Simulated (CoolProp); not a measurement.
Values from CoolProp's reference Helmholtz-energy equation of state, de Reuck 1993.

Problem. For methanol, give the phase and the Z, cv (kJ/(kg K)), viscosity (µPa s), conductivity (mW/(m K)) at 502.4 K and 21200 kPa; 552.2 K and 21200 kPa; 572.2 K and 21200 kPa.

Solution. 
- 502.4 K and 21200 kPa: liquid; Z 0.286, cv 3.21, viscosity 87.7, conductivity 172
- 552.2 K and 21200 kPa: supercritical; Z 0.335, cv 3.39, viscosity 55.7, conductivity 162
- 572.2 K and 21200 kPa: supercritical; Z 0.385, cv 3.42, viscosity 46.1, conductivity 153

Viscosity comes from a separate model (Xiang 2006). Thermal conductivity comes from a separate model (Sykioti 2013).
